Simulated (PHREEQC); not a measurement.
**Phosphoric acid bath**

Make-up at 90 °C: 0.0016 mol/kgw H3PO4 and 0.0022 mol/kgw NaOH. Closed to the air; pH follows from the charge balance.

Model: ion-association model, wateq4f.dat, run in PHREEQC.

This is a speciation only: nothing precipitates in the calculation.

**Question.** What pH, ionic strength does the model give?

**Answer.** pH 6.77; ionic strength 0.00279 mol/kgw.

**Question.** In which forms is P present?

**Answer.** H2PO4- 63 %, HPO4-2 37 % of the P.

H3PO4, which wateq4f.dat lacks, is added to it with the constant of phreeqc.dat. Constants without temperature data keep their 25 °C values here.
